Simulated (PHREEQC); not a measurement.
1 kg of water holding 0.027 mol/kgw KCl, 0.28 mol/kgw Na2SO4, 0.5 mol/kgw NaHCO3 and 0.45 mol/kgw Na2CO3 is evaporated at 30 °C; the solids stay in contact with the brine. The system is closed to CO2. Solids allowed: Arcanite, Burkeite, Glaserite, Halite, Kalicinite, Mirabilite, Misenite, Nahcolite, Natron, Sylvite, Thenardite, Trona. Others were left out.

Computed with PHREEQC (Pitzer model, pitzer.dat).

Q: Predict ionic strength, Trona (mol), Nahcolite (mol) at water left (kg) = 0.8219, 0.163, 0.1301.

A: 
```json
[
 {"water left (kg)": "0.8219", "ionic strength": "3.31", "Trona (mol)": "0", "Nahcolite (mol)": "0"},
 {"water left (kg)": "0.163", "ionic strength": "10.1", "Trona (mol)": "0.227", "Nahcolite (mol)": "0.157"},
 {"water left (kg)": "0.1301", "ionic strength": "11.0", "Trona (mol)": "0.293", "Nahcolite (mol)": "0.116"}
]
```

Complexes and solids missing from the database can't appear.
